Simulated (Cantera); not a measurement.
What does this Cantera script print?

```python
import numpy as np
import cantera as ct

gas_names = """
    CL FeCL3
""".split()
cond_names = """
    Fe(a) Fe(c) Fe(d) Fe(L)
""".split()


# ... load() reads the species with a 1 bar reference pressure and builds the phases ...
species = {s.name: s for s in load("nasa_gas.yaml", gas_names) + load("nasa_condensed.yaml", cond_names)}
# Each term lists the table entries of one substance; the one whose range holds T is used.
reactions = {
    'Fe + 3 Cl(g) = FeCl3(g)':
        [(-1, ['Fe(a)', 'Fe(c)', 'Fe(d)', 'Fe(L)']), (-3, ['CL']), (1, ['FeCL3'])],
}


def pick(names, T):
    return next(species[n] for n in names if species[n].thermo.min_temp <= T <= species[n].thermo.max_temp)


results = []
for label, terms in reactions.items():
    print(label)
    print("     T/K   dH/kJ  dS/(J/K)   dG/kJ   log10 K")
    for T in [523, 548, 573, 598, 623, 648]:
        used = [(nu, pick(names, T)) for nu, names in terms]
        dH = sum(nu * s.thermo.h(T) for nu, s in used) / 1e6
        dS = sum(nu * s.thermo.s(T) for nu, s in used) / 1e3
        dG = dH - T * dS / 1e3
        logK = -dG * 1e6 / (ct.gas_constant * T * np.log(10))
        results.append((label, T, dH, dS, dG, logK, [s.name for _, s in used]))
        print(f"{T:8g} {dH:8.1f} {dS:8.1f} {dG:8.1f} {logK:8.2f}")
```

Output:

```
Fe + 3 Cl(g) = FeCl3(g)
     T/K   dH/kJ  dS/(J/K)   dG/kJ   log10 K
     523   -620.5   -187.2   -522.6    52.19
     548   -620.9   -188.0   -517.9    49.36
     573   -621.4   -188.8   -513.2    46.78
     598   -621.8   -189.6   -508.5    44.41
     623   -622.3   -190.4   -503.7    42.23
     648   -622.8   -191.1   -498.9    40.22
```

Standard-state values (1 bar) from the NASA 1993 polynomials, evaluated with Cantera. Condensed species are held in their standard states even where they would react or evaporate.
